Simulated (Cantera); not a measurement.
An isothermal, constant-pressure homogeneous reactor starts with 1.19 % H2, 98.8 % O2, at 1250 K and 2670 Pa.

Cantera simulation using GRI-Mech 3.0 (53 species, 325 reactions); the numbers are that mechanism's predictions, not measurements. Radical loss at walls, strong at low pressure, is not modelled.

One state of this run: x H2 = 0.0111; x O2 = 0.987; x OH = 0.000338; x H2O = 0.000544; x H2O2 = 5.60e-9; x HO2 = 1.46e-6. x: mole fraction; the columns are a selection and need not sum to one.

**Question.** Which value of t (s) does it belong to?
A) 0.00214
B) 0.205
C) 0.0209
D) 0.640

**Answer.** A, 0.00214
